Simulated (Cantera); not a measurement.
Feed: 1 mol Al, 3.8 mol O2, 8.3 mol H2, at 1250 °C and 20.0 Pa.

These are equilibrium values from Cantera (NASA tables, ideal gas, pure condensed phases), not measurements of a reactor. Candidate condensed phases: Al, Al2O3, H2O; 19 gas species. Kinetics and transport are ignored.

Base state: H2O 0.735, H2 0.265, H 0.000842, OH 7.21e-5 (mole fractions); condensed: Al2O3(s).

Question: What changes in the equilibrium state with this change: temperature from 1250 °C to 1375 °C?

Answer: 
```csv
species,before,after
H2O,0.735,0.733
H2,0.265,0.263
H,0.000842,0.00324
OH,7.21e-5,0.000405
"Al2O3(s), mol",0.500,0.500
```
